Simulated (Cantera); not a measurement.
**Pyrogenic steam for wet oxidation**

A perfectly stirred reactor is fed with 40.0 % H2, 33.3 % O2, 26.7 % N2, equivalence ratio 0.60, at 82.5 Torr; it is held at 948 K, and followed from long to short residence time.

Detailed kinetics in Cantera: the H2/O2 subset of GRI-Mech 3.0, which has no nitrogen chemistry. Radical loss at walls, strong at low pressure, is not modelled. Below about 950 K walls govern HO2 and H2O2 in real vessels. The temperature is held fixed by assumption; the heat of reaction is taken as removed at once.

```tsv
τ (s)	x H2	x O2	x OH	x HO2	x O	x H2O2	x H2O
0.39	0.0112	0.171	7.32e-5	5.58e-5	7.14e-5	9.95e-6	0.486
0.23	0.0136	0.172	0.000102	5.93e-5	0.000104	7.84e-6	0.483
0.13	0.0168	0.174	0.000144	6.30e-5	0.000153	6.17e-6	0.479
0.074	0.0211	0.175	0.000200	6.65e-5	0.000222	4.99e-6	0.473
0.043	0.0263	0.177	0.000271	6.97e-5	0.000313	4.20e-6	0.466
0.024	0.0336	0.180	0.000372	7.27e-5	0.000448	3.65e-6	0.457
0.014	0.0423	0.184	0.000494	7.51e-5	0.000617	3.33e-6	0.445
0.0080	0.0536	0.189	0.000658	7.71e-5	0.000854	3.14e-6	0.430
0.0046	0.0678	0.194	0.000862	7.85e-5	0.00117	3.02e-6	0.411
0.0026	0.0861	0.202	0.00112	7.91e-5	0.00160	2.93e-6	0.385
0.0015	0.108	0.211	0.00142	7.87e-5	0.00216	2.81e-6	0.354
```
x: mole fraction; the columns are a selection and need not sum to one.
